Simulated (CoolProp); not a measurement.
Vapour-liquid equilibrium of C2F6 (R116) (1) + R134a (2) at -21.85 °C; x and y are mole fractions of (1).

Computed with CoolProp (multi-fluid Helmholtz-energy mixture model, Lemmon 2006 and Tillner-Roth 1994; pair parameters Bell 2016).

Give the bubble pressure and the first vapour's composition at x = 0.05, 0.2, 0.5. Is there an azeotrope?

x = 0.05: 0.2632 MPa, y = 0.536; x = 0.2: 0.5487 MPa, y = 0.785; x = 0.5: 0.7678 MPa, y = 0.862. No azeotrope shows between x = 0.05 and 0.95.

Pair parameters are fitted to limited data, so mixtures are less certain than the pure fluids. With so large a gap from Raoult's law the liquid may split in two, which this calculation doesn't test in full.
